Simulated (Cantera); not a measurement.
Input (Python, Cantera):

```python
import numpy as np
import cantera as ct

gas = ct.Solution("SiF4_NH3_mec.yaml", "gas")
gas.TPX = 2025, 1333, {'NH3': 1, 'H2': 17}
reactor = ct.IdealGasConstPressureReactor(gas, energy="off", clone=False)
net = ct.ReactorNet([reactor])
net.rtol, net.atol = 1e-08, 1e-18
show = ['NH3', 'H2', 'N2H2', 'NH2', 'N2H4', 'N']
times = np.geomspace(0.0001, 3, 12)

steps = ct.SolutionArray(gas, extra=["t"])
rows = []
print(f"{'t/s':>10s}{'T/K':>9s}{'P/Pa':>11s}" + "".join(f"{s:>11s}" for s in show))
for t in times:
    while net.time < t:
        t_next = net.step()
        steps.append(gas.state, t=t_next)
    rows.append([np.interp(t, steps.t, y) for y in (steps.T, steps.P, *steps(*show).X.T)])
    print(f"{t:10.3e}{rows[-1][0]:9.1f}{rows[-1][1]:11.4g}" + "".join(f"{x:11.3e}" for x in rows[-1][2:]))
rate = np.gradient(steps.T, steps.t)
print("integrator steps:", len(steps.t))
if steps.T.max() > steps.T[0] + 200:
    print(f"time of steepest temperature rise: {steps.t[rate.argmax()]:.4e} s")
gas.TPX = 2025, 1333, {'NH3': 1, 'H2': 17}
gas.equilibrate("TP")
print(f"equilibrium (TP): T = {gas.T:.1f} K  " + "  ".join(f"{s} {gas[s].X[0]:.3e}" for s in show))
```

Result:

```
       t/s      T/K       P/Pa        NH3         H2       N2H2        NH2       N2H4          N
 1.000e-04   2025.0       1333  5.556e-02  9.444e-01  1.284e-13  4.041e-07  7.530e-16  2.824e-15
 2.553e-04   2025.0       1333  5.555e-02  9.444e-01  9.571e-13  9.444e-07  4.344e-15  6.578e-14
 6.517e-04   2025.0       1333  5.555e-02  9.444e-01  6.871e-12  2.324e-06  2.694e-14  1.255e-12
 1.664e-03   2025.0       1333  5.555e-02  9.444e-01  4.898e-11  5.843e-06  1.720e-13  2.200e-11
 4.247e-03   2025.0       1333  5.554e-02  9.444e-01  3.697e-10  1.482e-05  1.111e-12  3.735e-10
 1.084e-02   2025.0       1333  5.551e-02  9.442e-01  3.162e-09  3.765e-05  7.179e-12  6.198e-09
 2.767e-02   2025.0       1333  5.542e-02  9.439e-01  3.139e-08  9.471e-05  4.540e-11  9.872e-08
 7.064e-02   2025.0       1333  5.485e-02  9.435e-01  2.324e-07  2.025e-04  2.072e-10  9.728e-07
 1.803e-01   2025.0       1333  5.160e-02  9.450e-01  3.472e-07  2.320e-04  2.717e-10  1.646e-06
 4.604e-01   2025.0       1333  4.360e-02  9.491e-01  2.873e-07  2.073e-04  2.169e-10  1.651e-06
 1.175e+00   2025.0       1333  2.848e-02  9.568e-01  1.784e-07  1.560e-04  1.227e-10  1.661e-06
 3.000e+00   2025.0       1333  9.119e-03  9.662e-01  5.424e-08  7.508e-05  2.836e-11  1.826e-06
integrator steps: 607
equilibrium (TP): T = 2025.0 K  NH3 3.879e-08  H2 9.575e-01  N2H2 1.160e-15  NH2 1.952e-09  N2H4 1.926e-20  N 1.795e-09
```

Cantera simulation using the gas-phase N/H chemistry of the illustrative SiF4/NH3 mechanism in the Surface Chemkin manual (1991); the numbers are that mechanism's predictions, not measurements. Walls and surfaces, which speed up NH3 decomposition in real reactors, are not modelled.
